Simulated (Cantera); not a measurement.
Input (Python, Cantera) and output of one run.

```python
import numpy as np
import cantera as ct

gas_names = """
    F F2 N NF NF2 NF3 N2 Si SiF SiF2 SiF3 SiF4 SiN Si2 Si2N Si3
""".split()
cond_names = """
    Si(cr) Si(L) Si3N4(a)
""".split()


def load(file, names, dense=False):
    # The tables refer to 1 bar. Condensed volumes are neglected.
    table = {s.name: s for s in ct.Species.list_from_file(file)}
    out = []
    for n in names:
        d = dict(table[n].input_data)
        d["thermo"] = dict(d["thermo"], **{"reference-pressure": 1e5})
        if dense:
            d["equation-of-state"] = {"model": "constant-volume", "density": "1e6 g/cm^3"}
        out.append(ct.Species.from_dict(d))
    return out


gas = ct.Solution(thermo="ideal-gas", species=load("nasa_gas.yaml", gas_names))
cond = {s.name: ct.Solution(thermo="fixed-stoichiometry", species=[s], name=s.name)
        for s in load("nasa_condensed.yaml", cond_names, dense=True)}
atoms = {
    'Si': {'Si': 1},
    'NF3': {'N': 1, 'F': 3},
}
top_T = {'Si3N4(a)': 2400}  # K; cautious upper limits of use, not melting points


def equilibrate(T, P, feed):
    n = {}
    for name, mol in feed.items():
        for a, k in atoms[name].items():
            n[a] = n.get(a, 0.0) + k * mol
    gas.TPX = T, P, n
    mass = sum(n.values()) * gas.mean_molecular_weight
    gas.equilibrate("TP")
    valid = [c for c in cond.values() if c.min_temp <= T <= top_T.get(c.name, c.max_temp)]
    mix = ct.Mixture([(gas, mass / gas.mean_molecular_weight)] + [(c, 0.0) for c in valid])
    mix.T, mix.P = T, P
    mix.equilibrate("TP", solver="vcs", rtol=1e-11, max_steps=5000)
    return mix


results = []
T = 1000  # K
P = 10000  # Pa
for m in [0.59, 0.89, 1.2, 1.5, 1.8, 2.1, 2.4, 2.7, 3]:
    feed = {'Si': 1, 'NF3': m}  # mol
    mix = equilibrate(T, P, feed)
    results.append((T, P, feed, dict(zip(mix.species_names, mix.species_moles))))

top = {s: max(r[3][s] / sum(r[3][g] for g in gas_names) for r in results) for s in gas_names}
cols = sorted((s for s in top if top[s] > 1e-06), key=lambda s: -top[s])[:8]
seen = [c for c in cond_names if any(r[3].get(c, 0) > 1e-12 for r in results)]
print("log10 of partial pressures in bar; condensed amounts in mol")
print(f"{'n(NF3)':>10s}" + "".join(f"{s[:9]:>10s}" for s in cols + seen))
for T, P, feed, n in results:
    ng = sum(n[g] for g in gas_names)
    print(f"{feed['NF3']:10.4g}" + "".join(f"{np.log10(max(n[s] / ng * P / 1e5, 1e-99)):10.3f}" for s in cols)
          + "".join(f"{n.get(c, 0):10.4g}" for c in seen))
```

Output:

```
log10 of partial pressures in bar; condensed amounts in mol
    n(NF3)      SiF4        N2        F2         F       NF3      SiF3      SiF2       NF2    Si(cr)  Si3N4(a)
      0.59    -1.000   -10.787   -38.930   -20.473   -64.178    -3.951    -6.577   -48.713    0.1149    0.1475
      0.89    -1.125    -1.601   -35.931   -18.974   -55.086    -5.576    -9.701   -41.120         0    0.1108
       1.2    -1.202    -1.429   -35.912   -18.964   -54.972    -5.662    -9.797   -41.015         0   0.03333
       1.5    -1.320    -1.445    -2.118    -2.067    -4.290   -22.676   -43.708    -7.230         0         0
       1.8    -1.444    -1.491    -1.738    -1.877    -3.742   -22.991   -44.212    -6.872         0         0
       2.1    -1.539    -1.520    -1.601    -1.809    -3.551   -23.154   -44.444    -6.750         0         0
       2.4    -1.616    -1.540    -1.527    -1.772    -3.450   -23.269   -44.596    -6.686         0         0
       2.7    -1.682    -1.555    -1.480    -1.748    -3.388   -23.358   -44.708    -6.647         0         0
         3    -1.739    -1.567    -1.448    -1.732    -3.345   -23.431   -44.797    -6.620         0         0
```

Cantera equilibrium calculation (NASA polynomials, part measured and part estimated; ideal gas, pure solids and liquids). The tables' values for SiF3 are old estimates; treat these amounts as uncertain.
